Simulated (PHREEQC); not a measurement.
Solution (35 °C): 0.0071 mol/kgw HNO3, 0.21 mol/kgw KCl and 0.071 mol/kgw K3PO4. Closed to the air; pH follows from the charge balance.

The numbers come from PHREEQC with the ion-association model, phreeqc.dat.

No solid was allowed to form.

### Question
What pH, specific conductance, density does the model give?

### Answer
pH 11.62; specific conductance 48200 µS/cm; density 1.017 g/cm³.

### Question
In which forms is P present?

### Answer
PO4-3 70 %, HPO4-2 26 %, KHPO4- 3.9 % of the P.
